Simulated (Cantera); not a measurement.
Mixture: CH4 : H2 : O2 : N2 = 1 : 0.83 : 3.18 : 11.9 (molar parts), equivalence ratio 0.76, at 160000 Pa, adiabatic and at constant volume. Ignition delay is the time to a rise of 400 K.

Model: GRI-Mech 3.0 (53 species, 325 reactions), integrated in Cantera. Below about 1000 K GRI-Mech 3.0 lacks low-temperature oxidation paths.

Question: What does this change do: 0.36 parts CO2 added?

Answer: 
```
quantity                                                before       after
--------------------------------------------------  ----------  ----------
delay at 975 K                                         16.8 ms     18.0 ms
delay at 1025 K                                        4.41 ms     4.66 ms
delay at 1075 K                                        2.13 ms     2.22 ms
delay at 1125 K                                        1.24 ms     1.29 ms
delay at 1175 K                                       0.778 ms    0.810 ms
delay at 1225 K                                       0.511 ms    0.532 ms
delay at 1275 K                                       0.347 ms    0.360 ms
apparent activation energy between 1175 and 1275 K  100 kJ/mol  100 kJ/mol
```
